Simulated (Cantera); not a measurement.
Feed: 1 mol Si2Cl6, 0.46 mol HCl, 69 mol H2, at 1373.15 K and 8.20 mbar.

Equilibrium computed with Cantera from the NASA thermochemical tables; the gas is ideal and each condensed phase is pure. Candidate condensed phases: Si; 19 gas species. The feed counts by its element totals alone. The tables' values for SiCl3 are old estimates; treat these amounts as uncertain. Kinetics and transport are ignored.

Base state: H2 0.924, HCl 0.0628, SiCl2 0.0123, SiCl3 0.000442, SiCl4 7.37e-5, SiHCl3 6.87e-5, H 3.54e-5 (mole fractions); condensed: Si(s).

### Question
What changes in the equilibrium state with this change: H2 from 69 to 450 mol?

### Answer
```csv
species,before,after
H2,0.924,0.986
HCl,0.0628,0.0132
SiCl2,0.0123,0.000509
SiCl4,7.37e-5,1.27e-7
SiCl3,0.000442,3.74e-6
SiHCl3,6.87e-5,6.00e-7
"Si(s), mol",1.07,1.77
```
